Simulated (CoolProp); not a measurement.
Octamethylcyclotetrasiloxane (D4) at several states: fugacity coefficient from the reference equation and from simpler models built on Tc = 313.4 °C, pc = 1.347 MPa, ω = 0.598; each cubic takes its own stable root.

Model: reference Helmholtz-energy equation of state, Thol 2015, in CoolProp.

```tsv
T (°C)	p (MPa)	phase	reference
55.35	1.34	liquid	0.0008607
69.65	7.84	liquid	0.0006730
244.25	0.0689	gas	0.9713
89.15	3.22	liquid	0.002423
```

Task: How far does each simpler model (van der Waals, Redlich-Kwong, Soave-Redlich-Kwong) lie from the reference over these 4 states: mean and median of the absolute difference, and the worst?

Result: 
- van der Waals: mean 4684.3 %, median 5321.5 %, worst +8093.3 % at 55.35 °C and 1.34 MPa
- Redlich-Kwong: mean 708.3 %, median 803.6 %, worst +1225.7 % at 55.35 °C and 1.34 MPa
- Soave-Redlich-Kwong: mean 7.3 %, median 7.1 %, worst +14.9 % at 69.65 °C and 7.84 MPa
